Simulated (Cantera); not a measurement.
Charge: 1 mol CF₄, held at 1100 Pa.

Method: chemical equilibrium by Gibbs-energy minimisation in Cantera with the NASA 1993 tables (ideal gas, pure condensed phases). Candidate condensed phases: C; 13 gas species. Gases not in the tables: C₂F₆ and larger saturated fluorocarbons. The numbers say what is thermodynamically allowed, not how fast it happens.

Which condensed phases are stable at each of these points (T (°C)): 825, 1025, 1225, 1425, 1625, 1825, 2025, 2225, 2425, 2625, 2825?


```csv
T (°C),condensed phases,C condensed (%)
825,gas only,0.0
1025,gas only,0.0
1225,gas only,0.0
1425,gas only,0.0
1625,gas only,0.0
1825,gas only,0.0
2025,gas only,0.0
2225,gas only,0.0
2425,C(graphite),18.2
2625,C(graphite),29.9
2825,gas only,0.0
```

From 825 °C to 2225 °C nothing is condensed. From 2425 °C to 2625 °C the condensed part is C(graphite). At 2825 °C nothing is condensed.
